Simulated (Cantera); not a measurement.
A closed system holds: 1 mol AlCl₃, 1.4 mol HCl, 6.7 mol N₂, at 1452 °C and 0.100 bar.

These are equilibrium values from Cantera (NASA tables, ideal gas, pure condensed phases), not measurements of a reactor. The tables' values for AlCl₂ are old estimates; treat these amounts as uncertain. Kinetics and transport are ignored.

```tsv
species	before	after
N₂	0.735	0.736
HCl	0.152	0.153
AlCl₃	0.109	0.109
Cl	0.00258	0.00152
AlCl	4.01e-5	9.97e-6
H	1.57e-5	6.51e-6
AlCl₂	0.00108	0.000483
H₂	0.000718	0.000514
Cl₂	1.39e-5	1.07e-5
```
Gas species are given as mole fractions.

Question: Which change was made?
A. temperature from 1452 °C to 1377 °C
B. temperature from 1452 °C to 1875 °C
C. temperature from 1452 °C to 952 °C
D. temperature from 1452 °C to 1275 °C

Answer: A, temperature from 1452 °C to 1377 °C
